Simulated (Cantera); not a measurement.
Cantera with NASA thermochemical tables; ideal gases at 1 bar, condensed phases pure. Values are per mole of reaction as written; species without (g) are pure solids or liquids, kept so even where they would boil at 1 bar.

O(g) + 2 LiCl → 2 Cl(g) + Li2O, with ΔH° = 211.2 kJ and ΔS° = 88.5 J/K at 300 K.

Task: How far is the shortcut ΔG° ≈ ΔH°(300 K) − T·ΔS°(300 K) from the full temperature-dependent value at 700, 800, 900, 1000, 1100, 1200, 1300, 1400, 1500, 1600 K?

Result: 
```tsv
T (K)	shortcut (kJ)	full (kJ)	difference (kJ)	difference in log10 K	condensed phases
700	149.2	152.2	-3.0	0.22	LiCl(s), Li2O(s)
800	140.4	144.7	-4.3	0.28	LiCl(s), Li2O(s)
900	131.5	138.1	-6.6	0.38	LiCl(l), Li2O(s)
1000	122.7	135.5	-12.8	0.67	LiCl(l), Li2O(s)
1100	113.8	133.5	-19.7	0.93	LiCl(l), Li2O(s)
1200	105.0	131.2	-26.2	1.14	LiCl(l), Li2O(s)
1300	96.1	129.0	-32.9	1.32	LiCl(l), Li2O(s)
1400	87.3	126.8	-39.5	1.48	LiCl(l), Li2O(s)
1500	78.4	124.7	-46.2	1.61	LiCl(l), Li2O(s)
1600	69.6	122.5	-52.9	1.73	LiCl(l), Li2O(s)
```
The shortcut ignores heat capacities and the phase changes listed.
